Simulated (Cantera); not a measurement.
An isothermal, constant-pressure homogeneous reactor starts with H₂ : O₂ : N₂ = 0.52 : 1 : 13 (molar parts), equivalence ratio 0.26, at 875 K and 0.168 atm.

Computed with Cantera and GRI-Mech 3.0 (53 species, 325 reactions). Below about 950 K walls govern HO2 and H2O2 in real vessels. The temperature is held fixed by assumption; the heat of reaction is taken as removed at once.

x: mole fraction; the columns are a selection and need not sum to one.

| t (s) | x H₂ | x O₂ | x H | x OH | x NO | x H₂O₂ |
|---|---|---|---|---|---|---|
| 7.00e-5 | 0.0358 | 0.0689 | <1e-12 | <1e-12 | <1e-12 | <1e-12 |
| 0.000195 | 0.0358 | 0.0689 | 1.10e-12 | <1e-12 | <1e-12 | <1e-12 |
| 0.000545 | 0.0358 | 0.0689 | 3.92e-12 | <1e-12 | <1e-12 | <1e-12 |
| 0.00152 | 0.0358 | 0.0689 | 3.23e-11 | 2.04e-12 | <1e-12 | <1e-12 |
| 0.00424 | 0.0358 | 0.0689 | ? | 2.78e-10 | <1e-12 | 2.51e-12 |
| 0.0118 | 0.0219 | 0.0624 | 0.00210 | 0.000224 | 1.29e-8 | 3.21e-7 |
| 0.0330 | ? | 0.0527 | ? | ? | 4.17e-8 | ? |
| 0.0921 | 0.000780 | 0.0523 | 1.26e-6 | 3.40e-6 | 3.93e-8 | 1.10e-6 |
| 0.257 | 0.000435 | 0.0521 | 1.89e-7 | 9.18e-7 | 3.22e-8 | 1.87e-6 |
| 0.717 | 0.000266 | 0.0520 | 4.30e-8 | 3.39e-7 | 2.22e-8 | 2.54e-6 |
| 2.00 | 0.000138 | 0.0520 | 1.32e-8 | 1.99e-7 | 1.56e-8 | 1.87e-6 |

Question: What belongs in the gaps?

Answer: 
- 0.00424, x H: 4.35e-9
- 0.0330, x H₂: 0.00175
- 0.0330, x H: 1.22e-5
- 0.0330, x OH: 1.45e-5
- 0.0330, x H₂O₂: 5.77e-7
